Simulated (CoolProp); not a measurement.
Vapour-liquid equilibrium of n-hexane (1) + benzene (2) at 0.0114 MPa; x and y are mole fractions of (1).

The numbers come from the multi-fluid Helmholtz-energy mixture model, Thol 2019 and Thol 2012; pair parameters Bell 2016 in CoolProp.

```json
[
 {"x": "0.05", "bubble temperature, mixture model (K)": "293.8", "bubble temperature, Raoult's law (K)": "295.2", "y, mixture model": "0.135", "y, Raoult's law": "0.078"},
 {"x": "0.125", "bubble temperature, mixture model (K)": "291.6", "bubble temperature, Raoult's law (K)": "294.3", "y, mixture model": "0.274", "y, Raoult's law": "0.187"},
 {"x": "0.2", "bubble temperature, mixture model (K)": "290.1", "bubble temperature, Raoult's law (K)": "293.4", "y, mixture model": "0.372", "y, Raoult's law": "0.287"},
 {"x": "0.275", "bubble temperature, mixture model (K)": "289.0", "bubble temperature, Raoult's law (K)": "292.6", "y, mixture model": "0.446", "y, Raoult's law": "0.380"},
 {"x": "0.35", "bubble temperature, mixture model (K)": "288.2", "bubble temperature, Raoult's law (K)": "291.8", "y, mixture model": "0.506", "y, Raoult's law": "0.466"},
 {"x": "0.425", "bubble temperature, mixture model (K)": "287.5", "bubble temperature, Raoult's law (K)": "291.0", "y, mixture model": "0.560", "y, Raoult's law": "0.545"},
 {"x": "0.5", "bubble temperature, mixture model (K)": "287.0", "bubble temperature, Raoult's law (K)": "290.2", "y, mixture model": "0.610", "y, Raoult's law": "0.619"},
 {"x": "0.575", "bubble temperature, mixture model (K)": "286.6", "bubble temperature, Raoult's law (K)": "289.5", "y, mixture model": "0.659", "y, Raoult's law": "0.688"},
 {"x": "0.65", "bubble temperature, mixture model (K)": "286.2", "bubble temperature, Raoult's law (K)": "288.7", "y, mixture model": "0.708", "y, Raoult's law": "0.752"},
 {"x": "0.725", "bubble temperature, mixture model (K)": "285.9", "bubble temperature, Raoult's law (K)": "288.0", "y, mixture model": "0.761", "y, Raoult's law": "0.812"},
 {"x": "0.8", "bubble temperature, mixture model (K)": "285.8", "bubble temperature, Raoult's law (K)": "287.4", "y, mixture model": "0.818", "y, Raoult's law": "0.868"},
 {"x": "0.875", "bubble temperature, mixture model (K)": "285.7", "bubble temperature, Raoult's law (K)": "286.7", "y, mixture model": "0.880", "y, Raoult's law": "0.920"},
 {"x": "0.95", "bubble temperature, mixture model (K)": "285.6", "bubble temperature, Raoult's law (K)": "286.1", "y, mixture model": "0.949", "y, Raoult's law": "0.969"}
]
```

The largest gap from Raoult's law is -3.6 K in bubble temperature, at x = 0.35. y crosses x between x = 0.875 and 0.95: the model has an azeotrope there.

Pair parameters are fitted to limited data, so mixtures are less certain than the pure fluids.
